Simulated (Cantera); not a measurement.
A closed system holds: 1 mol Fe(CO)5, 6.5 mol H2.

Cantera equilibrium calculation (NASA polynomials, part measured and part estimated; ideal gas, pure solids and liquids). Candidate condensed phases: C, C6H6, C7H8, C8H18, Fe, Fe(CO)5, FeO, Fe(OH)2, Fe(OH)3, Fe2O3, Fe3O4, H2O; 114 gas species. Condensed phases not in the tables: cementite and carbon dissolved in iron. Equilibrium is a limit: real reactors are often held back by kinetics, nucleation or transport.

Stable condensed phases, one row left out:

```
T in K \ P in Pa
              10      68     460    3200   22000  150000 1000000
   1448        A       A       A       A       A       A       A
   1423        A       A       A       A       A       A       A
   1373        A       A       A       A       A       A       B
   1348        A       A       A       A       A       B       B
   1323        A       A       A       A       B       B       B
   1298        A       A       A       A       B       B       B
   1273        A       A       A       A       B       B       B
   1248        A       A       A       B       B       B       B
   1223        A       A       A       B       B       B       B
```

A: Fe; B: C + Fe.

Problem. Give the row for 1398 K.

Solution. 10: Fe; 68: Fe; 460: Fe; 3200: Fe; 22000: Fe; 150000: Fe; 1000000: Fe.
